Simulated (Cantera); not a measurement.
## Reactions in the system B-F-N

Cantera with NASA thermochemical tables; ideal gases at 1 bar, condensed phases pure. Values are per mole of reaction as written; species without (g) are pure solids or liquids, kept so even where they would boil at 1 bar.

2 BF3(g) + N2(g) ⇌ 6 F(g) + 2 BN

| T (K) | ΔH° (kJ) | ΔS° (J/K) | ΔG° (kJ) | log10 K |
|---|---|---|---|---|
| 300 | 2245.9 | 282.0 | 2161.3 | -376.30 |
| 798 | 2265.2 | 321.1 | 2009.0 | -131.50 |
| 898 | 2268.5 | 325.0 | 1976.7 | -114.98 |
| 998 | 2271.7 | 328.4 | 1944.0 | -101.75 |
| 1098 | 2274.9 | 331.4 | 1911.0 | -90.91 |
| 1198 | 2278.0 | 334.1 | 1877.7 | -81.87 |
| 1298 | 2281.1 | 336.6 | 1844.2 | -74.21 |
| 1398 | 2284.1 | 338.8 | 1810.4 | -67.64 |
| 1498 | 2287.0 | 340.9 | 1776.4 | -61.94 |
